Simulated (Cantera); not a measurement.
Mixture: CH4 : O2 : N2 = 1 : 2 : 7.52 (molar parts), equivalence ratio 1.0, at 7500 Torr, adiabatic and at constant volume. Ignition delay is the time to a rise of 400 K.

Model: GRI-Mech 3.0 (53 species, 325 reactions), integrated in Cantera.

Q: What does this change do: 0.34 parts H2 added?

A: 
```csv
quantity,before,after
delay at 1225 K,3.33 ms,0.381 ms
delay at 1425 K,0.364 ms,85.4 µs
delay at 1625 K,56.6 µs,22.8 µs
delay at 1825 K,12.5 µs,7.21 µs
delay at 2025 K,3.87 µs,2.75 µs
apparent activation energy between 1825 and 2025 K,180 kJ/mol,150 kJ/mol
```

Q: What does this change do: CH4 1 to 0.41 parts?

A: 
```
quantity                                                before       after
--------------------------------------------------  ----------  ----------
delay at 1225 K                                        3.33 ms     2.35 ms
delay at 1425 K                                       0.364 ms    0.265 ms
delay at 1625 K                                        56.6 µs     46.9 µs
delay at 1825 K                                        12.5 µs     12.1 µs
delay at 2025 K                                        3.87 µs     4.17 µs
apparent activation energy between 1825 and 2025 K  180 kJ/mol  160 kJ/mol
```
